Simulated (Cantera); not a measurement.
**C + O2 + N2 (carbon deposition, reforming and gasification)**

Input: 1 mol C, 0.041 mol O2, 0.41 mol N2, held at 0.140 bar.

Method: chemical equilibrium by Gibbs-energy minimisation in Cantera with the NASA 1993 tables (ideal gas, pure condensed phases). Candidate condensed phases: C; 24 gas species. Kinetics and transport are ignored.

| T (K) | x N2 | x CO | x CO2 | x CN | x C2N2 | x N | n C(graphite) |
|---|---|---|---|---|---|---|---|
| 748 | 0.896 | 0.0298 | 0.0746 | <1e-12 | <1e-12 | <1e-12 | 0.952 |
| 848 | 0.862 | 0.104 | 0.0343 | <1e-12 | <1e-12 | <1e-12 | 0.934 |
| 948 | 0.838 | 0.156 | 0.00595 | <1e-12 | <1e-12 | <1e-12 | 0.921 |
| 1048 | 0.834 | 0.165 | 0.000847 | <1e-12 | <1e-12 | <1e-12 | 0.918 |
| 1148 | 0.833 | 0.166 | 0.000158 | <1e-12 | 1.33e-12 | <1e-12 | 0.918 |
| 1248 | 0.833 | 0.167 | 3.84e-5 | <1e-12 | 1.83e-11 | <1e-12 | 0.918 |
| 1348 | 0.833 | 0.167 | 1.16e-5 | 4.26e-12 | 1.71e-10 | <1e-12 | 0.918 |
| 1448 | 0.833 | 0.167 | 4.16e-6 | 6.31e-11 | 1.17e-9 | <1e-12 | 0.918 |
| 1548 | 0.833 | 0.167 | 1.71e-6 | 6.58e-10 | 6.28e-9 | <1e-12 | 0.918 |
| 1648 | 0.833 | 0.167 | 7.90e-7 | 5.15e-9 | 2.74e-8 | 4.66e-12 | 0.918 |
| 1748 | 0.833 | 0.167 | 4.00e-7 | 3.18e-8 | 1.01e-7 | 3.44e-11 | 0.918 |
| 1848 | 0.833 | 0.167 | 2.19e-7 | 1.61e-7 | 3.24e-7 | 2.05e-10 | 0.918 |
| 1948 | 0.833 | 0.167 | 1.28e-7 | 6.86e-7 | 9.19e-7 | 1.02e-9 | 0.918 |
| 2048 | 0.833 | 0.167 | 7.95e-8 | 2.54e-6 | 2.36e-6 | 4.33e-9 | 0.918 |
x: gas mole fraction; n: condensed amount in mol.

From 748 K to 2048 K the condensed part is C(graphite). The main C-bearing gas is CO2 at 748 K and CO at 2048 K.
